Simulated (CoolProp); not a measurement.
Aqueous sodium chloride as a coolant, at -8 °C, 1 atm.

Computed with CoolProp (Melinder's fits for secondary coolants).

```json
[
 {"mass %": "13.7", "freezing point (°C)": "-9.7", "cp (kJ/(kg K))": "3.540", "density (kg/m³)": "1108", "viscosity (mPa s)": "2.95", "conductivity (W/(m K))": "?"},
 {"mass %": "15.5", "freezing point (°C)": "-11.4", "cp (kJ/(kg K))": "3.486", "density (kg/m³)": "?", "viscosity (mPa s)": "3.10", "conductivity (W/(m K))": "0.539"},
 {"mass %": "17.2", "freezing point (°C)": "-13.2", "cp (kJ/(kg K))": "3.439", "density (kg/m³)": "?", "viscosity (mPa s)": "3.25", "conductivity (W/(m K))": "0.538"},
 {"mass %": "18.9", "freezing point (°C)": "-15.1", "cp (kJ/(kg K))": "3.395", "density (kg/m³)": "?", "viscosity (mPa s)": "3.43", "conductivity (W/(m K))": "?"},
 {"mass %": "20.7", "freezing point (°C)": "-17.4", "cp (kJ/(kg K))": "3.352", "density (kg/m³)": "1166", "viscosity (mPa s)": "3.65", "conductivity (W/(m K))": "0.535"}
]
```

Complete the blanks.


- 13.7, conductivity (W/(m K)): 0.540
- 15.5, density (kg/m³): 1123
- 17.2, density (kg/m³): 1137
- 18.9, density (kg/m³): 1151
- 18.9, conductivity (W/(m K)): 0.537
